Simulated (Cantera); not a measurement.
Cantera run, input and output.

```python
import numpy as np
import cantera as ct

gas = ct.Solution("gri30.yaml")
gas.TPX = 675, 38000, {'CH3OH': 1, 'O2': 1.92, 'N2': 6.54, 'H2O': 1.5, 'H2': 0.049}
inlet = ct.Reservoir(gas, clone=True)
gas.equilibrate("HP")  # start burning
reactor = ct.IdealGasConstPressureReactor(gas, energy="on", clone=False)
exhaust = ct.Reservoir(gas, clone=True)
tau = [0.16, 0.068, 0.029, 0.013, 0.0055, 0.0024, 0.001, 0.00045, 0.00019, 8.3e-05][0]
for a, b in ((inlet, reactor), (reactor, exhaust)):
    ct.MassFlowController(a, b, mdot=lambda t: reactor.mass / tau)
net = ct.ReactorNet([reactor])
show = ['CH3OH', 'O2', 'H2O', 'CH2O', 'CH4', 'H']

rows = []
print(f"{'tau/s':>10s}{'T/K':>9s}" + "".join(f"{s:>11s}" for s in show))
for tau in [0.16, 0.068, 0.029, 0.013, 0.0055, 0.0024, 0.001, 0.00045, 0.00019, 8.3e-05]:
    net.initial_time = 0.0
    net.advance(30 * tau)
    before = gas.X
    net.advance(40 * tau)
    drift = np.max(np.abs(gas.X - before) / (gas.X + 1e-9))
    rows.append([gas.T, *gas[show].X, drift])
    print(f"{tau:10.3e}{gas.T:9.1f}" + "".join(f"{x:11.3e}" for x in gas[show].X))
```

Output:

```
     tau/s      T/K      CH3OH         O2        H2O       CH2O        CH4          H
 1.600e-01   2104.3  1.161e-06  3.530e-02  3.019e-01  1.094e-06  2.808e-08  3.948e-04
 6.800e-02   2088.1  2.320e-06  3.599e-02  3.003e-01  2.190e-06  4.116e-08  5.995e-04
 2.900e-02   2059.6  4.337e-06  3.710e-02  2.975e-01  4.099e-06  5.724e-08  1.038e-03
 1.300e-02   2020.4  7.594e-06  3.862e-02  2.938e-01  7.143e-06  9.032e-08  1.811e-03
 5.500e-03   1966.6  1.396e-05  4.071e-02  2.888e-01  1.291e-05  1.848e-07  3.160e-03
 2.400e-03   1907.3  2.613e-05  4.307e-02  2.836e-01  2.347e-05  4.367e-07  4.960e-03
 1.000e-03   1842.3  5.461e-05  4.599e-02  2.785e-01  4.696e-05  1.229e-06  7.042e-03
 4.500e-04   1783.2  1.187e-04  4.956e-02  2.750e-01  9.773e-05  3.444e-06  8.368e-03
 1.900e-04   1708.6  3.517e-04  5.685e-02  2.730e-01  2.751e-04  1.232e-05  7.669e-03
 8.300e-05    675.0  9.083e-02  1.744e-01  1.363e-01  1.543e-16  1.981e-18  8.611e-19
```

Detailed kinetics in Cantera: GRI-Mech 3.0 (53 species, 325 reactions). GRI-Mech 3.0 was tuned for natural gas; its chemistry of methanol as a main component is partial and can be far from experiment.
